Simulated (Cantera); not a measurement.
A closed system holds: 1 mol c-C4F8, 0.83 mol F2, 8 mol H2, held at 7000 Pa.

Cantera equilibrium calculation (NASA polynomials, part measured and part estimated; ideal gas, pure solids and liquids). Candidate condensed phases: C, C6H6, C7H8, C8H18; 95 gas species. The feed counts by its element totals alone. Kinetics and transport are ignored.

x: gas mole fraction; n: condensed amount in mol.

```json
[
 {"T (K)": "1498", "x HF": "0.753", "x H2": "0.247", "x H": "3.23e-5", "x C2H2 (acetylene)": "2.18e-6", "x F": "…", "n C(graphite)": "4.00"},
 {"T (K)": "1598", "x HF": "0.753", "x H2": "0.247", "x H": "1.00e-4", "x C2H2 (acetylene)": "6.65e-6", "x F": "…", "n C(graphite)": "4.00"},
 {"T (K)": "1698", "x HF": "0.753", "x H2": "0.247", "x H": "0.000272", "x C2H2 (acetylene)": "1.78e-5", "x F": "…", "n C(graphite)": "4.00"},
 {"T (K)": "1798", "x HF": "0.753", "x H2": "0.247", "x H": "0.000661", "x C2H2 (acetylene)": "4.25e-5", "x F": "…", "n C(graphite)": "4.00"},
 {"T (K)": "1898", "x HF": "0.752", "x H2": "0.246", "x H": "0.00147", "x C2H2 (acetylene)": "9.26e-5", "x F": "…", "n C(graphite)": "4.00"},
 {"T (K)": "1998", "x HF": "0.752", "x H2": "0.245", "x H": "0.00300", "x C2H2 (acetylene)": "0.000186", "x F": "…", "n C(graphite)": "4.00"},
 {"T (K)": "2098", "x HF": "0.751", "x H2": "0.243", "x H": "0.00574", "x C2H2 (acetylene)": "0.000347", "x F": "…", "n C(graphite)": "3.99"},
 {"T (K)": "2198", "x HF": "0.749", "x H2": "0.240", "x H": "0.0103", "x C2H2 (acetylene)": "0.000608", "x F": "…", "n C(graphite)": "3.98"},
 {"T (K)": "2298", "x HF": "0.746", "x H2": "0.235", "x H": "0.0176", "x C2H2 (acetylene)": "0.00101", "x F": "…", "n C(graphite)": "3.97"},
 {"T (K)": "2398", "x HF": "0.742", "x H2": "0.228", "x H": "0.0284", "x C2H2 (acetylene)": "0.00157", "x F": "…", "n C(graphite)": "3.96"},
 {"T (K)": "2498", "x HF": "0.736", "x H2": "0.217", "x H": "0.0439", "x C2H2 (acetylene)": "0.00233", "x F": "…", "n C(graphite)": "3.94"}
]
```

Task: Complete the blanks.

Result: 
- 1498, x F: 2.66e-9
- 1598, x F: 1.63e-8
- 1698, x F: 8.03e-8
- 1798, x F: 3.33e-7
- 1898, x F: 1.19e-6
- 1998, x F: 3.76e-6
- 2098, x F: 1.06e-5
- 2198, x F: 2.75e-5
- 2298, x F: 6.57e-5
- 2398, x F: 0.000147
- 2498, x F: 0.000309
